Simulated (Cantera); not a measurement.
Cantera run, input and output.

```python
import numpy as np
import cantera as ct

gas = ct.Solution("gri30.yaml")
gas.TPX = 973, 1200000, {'CH2O': 0.0034, 'O2': 0.052, 'N2': 1}
reactor = ct.IdealGasConstPressureReactor(gas, energy="off", clone=False)
net = ct.ReactorNet([reactor])
net.rtol, net.atol = 1e-08, 1e-18
show = ['CH2O', 'O2', 'O', 'C2H', 'C2H2', 'CH2CO']
times = np.geomspace(0.0002, 300, 11)

steps = ct.SolutionArray(gas, extra=["t"])
rows = []
print(f"{'t/s':>10s}{'T/K':>9s}{'P/Pa':>11s}" + "".join(f"{s:>11s}" for s in show))
for t in times:
    while net.time < t:
        t_next = net.step()
        steps.append(gas.state, t=t_next)
    rows.append([np.interp(t, steps.t, y) for y in (steps.T, steps.P, *steps(*show).X.T)])
    print(f"{t:10.3e}{rows[-1][0]:9.1f}{rows[-1][1]:11.4g}" + "".join(f"{x:11.3e}" for x in rows[-1][2:]))
rate = np.gradient(steps.T, steps.t)
print("integrator steps:", len(steps.t))
if steps.T.max() > steps.T[0] + 200:
    print(f"time of steepest temperature rise: {steps.t[rate.argmax()]:.4e} s")
gas.TPX = 973, 1200000, {'CH2O': 0.0034, 'O2': 0.052, 'N2': 1}
gas.equilibrate("TP")
print(f"equilibrium (TP): T = {gas.T:.1f} K  " + "  ".join(f"{s} {gas[s].X[0]:.3e}" for s in show))
```

Result:

```
       t/s      T/K       P/Pa       CH2O         O2          O        C2H       C2H2      CH2CO
 2.000e-04    973.0    1.2e+06  3.220e-03  4.927e-02  4.431e-12  1.341e-41  6.680e-30  1.179e-19
 8.292e-04    973.0    1.2e+06  3.208e-03  4.926e-02  1.796e-11  1.578e-38  4.724e-28  6.510e-18
 3.438e-03    973.0    1.2e+06  2.897e-03  4.901e-02  1.393e-10  2.907e-34  4.448e-25  7.917e-16
 1.425e-02    973.0    1.2e+06  4.954e-07  4.736e-02  4.801e-08  3.941e-30  2.047e-22  4.745e-15
 5.908e-02    973.0    1.2e+06  4.470e-11  4.723e-02  7.399e-09  4.897e-32  1.117e-22  8.632e-16
 2.449e-01    973.0    1.2e+06  2.443e-12  4.718e-02  2.742e-09  5.499e-33  5.468e-23  5.335e-16
 1.016e+00    973.0    1.2e+06  3.934e-14  4.707e-02  2.339e-09  7.292e-34  8.635e-24  1.729e-16
 4.210e+00    973.0    1.2e+06  1.172e-14  4.675e-02  1.744e-09  4.957e-35  7.019e-25  3.442e-18
 1.745e+01    973.0    1.2e+06  1.065e-15  4.628e-02  6.888e-10  1.555e-35  3.139e-25  5.032e-22
 7.236e+01    973.0    1.2e+06  1.027e-17  4.607e-02  7.446e-11  3.485e-36  1.567e-25  1.023e-25
 3.000e+02    973.0    1.2e+06  4.401e-21  4.605e-02  3.491e-12  1.316e-36  1.054e-25  7.470e-27
integrator steps: 2540
equilibrium (TP): T = 973.0 K  CH2O 1.156e-31  O2 4.604e-02  O 4.219e-12  C2H 1.233e-75  C2H2 1.396e-67  CH2CO 3.014e-56
```

Model: GRI-Mech 3.0 (53 species, 325 reactions), integrated in Cantera. The pressure lies above the range GRI-Mech 3.0 was tuned for (to about 10 atm). Below about 1000 K GRI-Mech 3.0 lacks low-temperature oxidation paths.
